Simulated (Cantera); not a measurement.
Input: 1 mol Si, 5.3 mol NF3, 0.21 mol H2, held at 1698.15 K and 0.170 bar.

Method: chemical equilibrium by Gibbs-energy minimisation in Cantera with the NASA 1993 tables (ideal gas, pure condensed phases). Candidate condensed phases: Si, Si3N4; 37 gas species. The numbers say what is thermodynamically allowed, not how fast it happens.

Base state: F 0.735, N2 0.171, SiF4 0.0645, HF 0.0271, F2 0.00258 (mole fractions); condensed: gas only.

Problem. What changes in the equilibrium state with this change: temperature from 1698.15 K to 1500 K?

Solution. 
```tsv
species	before	after
F	0.735	0.723
N2	0.171	0.172
SiF4	0.0645	0.0651
F2	0.00258	0.0120
HF	0.0271	0.0273
```
